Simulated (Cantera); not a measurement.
Charge: 1 mol Si, 0.72 mol H2, at 750 K and 23.0 bar.

These are equilibrium values from Cantera (NASA tables, ideal gas, pure condensed phases), not measurements of a reactor. Candidate condensed phases: Si; 9 gas species. Rates play no part.

Task: What is the equilibrium state?

Result: 
- x(H2): 1.000
- x(SiH4): 3.68e-6
- n(Si(s)): 1.000 mol
- gas amount: 0.7200 mol
